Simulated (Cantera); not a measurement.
Input: 1 mol Cr, 0.037 mol O2, 17 mol H2, at 1073.15 K and 0.133 bar.

Method: chemical equilibrium by Gibbs-energy minimisation in Cantera with the NASA 1993 tables (ideal gas, pure condensed phases). Candidate condensed phases: Cr, Cr2O3, H2O; 13 gas species. Mutual solubility and eutectic melting of coexisting phases are not modelled. Equilibrium is a limit: real reactors are often held back by kinetics, nucleation or transport.

Base state: H2 1.000, H2O 2.32e-5 (mole fractions); condensed: Cr(s) + Cr2O3(s).

### Question
What changes in the equilibrium state with this change: temperature from 1073.15 K to 1673 K?

### Answer
| species | before | after |
|---|---|---|
| H2 | 1.000 | 0.996 |
| H2O | 2.32e-5 | 0.00344 |
| H | 3.85e-8 | 0.000311 |
| Cr | <1e-9 | 0.000101 |
| Cr(s), mol | 0.951 | 0.988 |
| Cr2O3(s), mol | 0.0245 | 0.00514 |
